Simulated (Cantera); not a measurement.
Charge: 1 mol B2H6, 1.9 mol NH3, 5.3 mol H2, at 977 °C and 51.0 mbar.

Equilibrium computed with Cantera from the NASA thermochemical tables; the gas is ideal and each condensed phase is pure. Candidate condensed phases: B, BN; 15 gas species. The feed counts by its element totals alone. Mutual solubility and eutectic melting of coexisting phases are not modelled. The numbers say what is thermodynamically allowed, not how fast it happens.

Base state: H2 1.000 (mole fractions); condensed: B(s) + BN(s).

Q: What changes in the equilibrium state with this change: NH3 from 1.9 to 19 mol?

A: 
```csv
species,before,after
H2,1.000,0.812
N2,<1e-9,0.188
"B(s), mol",0.1000,0
"BN(s), mol",1.90,2.00
```

Q: What changes in the equilibrium state with this change: B2H6 replaced by borazine?

A: 
| species | before | after |
|---|---|---|
| H2 | 1.000 | 0.921 |
| N2 | <1e-9 | 0.0785 |
| B(s), mol | 0.1000 | 0 |
| BN(s), mol | 1.90 | 3.00 |
